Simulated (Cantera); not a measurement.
A perfectly stirred reactor is fed with NH₃ : H₂ = 1 : 25 (molar parts), at 0.0140 bar; it is held at 1650 K, and followed from long to short residence time.

Cantera simulation using the gas-phase N/H chemistry of the illustrative SiF4/NH3 mechanism in the Surface Chemkin manual (1991); the numbers are that mechanism's predictions, not measurements. Walls and surfaces, which speed up NH3 decomposition in real reactors, are not modelled.

### Question
What does this change do: temperature 1650 to 1673 K?

### Answer
| quantity | before | after |
|---|---|---|
| x(NH₃) at τ = 24.0 s | 0.0344 | 0.0329 |
| x(H₂) at τ = 24.0 s | 0.963 | 0.964 |
| x(H) at τ = 24.0 s | 0.000258 | 0.000305 |
| x(N₂H₄) at τ = 24.0 s | 1.07e-10 | 1.06e-10 |
| x(N₂) at τ = 24.0 s | 0.00193 | 0.00269 |
| x(NH₃) at τ = 84.0 ms | 0.0385 | 0.0385 |
| x(H₂) at τ = 84.0 ms | 0.962 | 0.962 |
| x(H) at τ = 84.0 ms | 9.37e-6 | 1.36e-5 |
| x(N₂H₄) at τ = 84.0 ms | <1e-12 | <1e-12 |
| x(N₂) at τ = 84.0 ms | 4.03e-9 | 8.77e-9 |

### Question
What does this change do: pressure from 0.0140 bar to 1.00 bar?

### Answer
```csv
quantity,before,after
x(NH₃) at τ = 24.0 s,0.0344,0.0273
x(H₂) at τ = 24.0 s,0.963,0.967
x(H) at τ = 24.0 s,0.000258,8.69e-5
x(N₂H₄) at τ = 24.0 s,1.07e-10,5.45e-10
x(N₂) at τ = 24.0 s,0.00193,0.00535
x(NH₃) at τ = 84.0 ms,0.0385,0.0384
x(H₂) at τ = 84.0 ms,0.962,0.961
x(H) at τ = 84.0 ms,9.37e-6,8.02e-5
x(N₂H₄) at τ = 84.0 ms,<1e-12,9.28e-10
x(N₂) at τ = 84.0 ms,4.03e-9,3.10e-5
```
